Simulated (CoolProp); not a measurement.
Vapour-liquid equilibrium of toluene (1) + n-decane (2) at 0.662 MPa; x and y are mole fractions of (1).

Computed with CoolProp (multi-fluid Helmholtz-energy mixture model, Lemmon 2006 and Lemmon 2006; pair parameters Bell 2016).

**Question.** Give the bubble temperature and the first vapour's composition at x = 0.35, 0.5, 0.8. Is there an azeotrope?

**Answer.** x = 0.35: 505.1 K, y = 0.600; x = 0.5: 493.4 K, y = 0.746; x = 0.8: 475.5 K, y = 0.923. No azeotrope shows between x = 0.05 and 0.95.

The pair parameters rest on a limited set of measurements; away from them the model extrapolates.
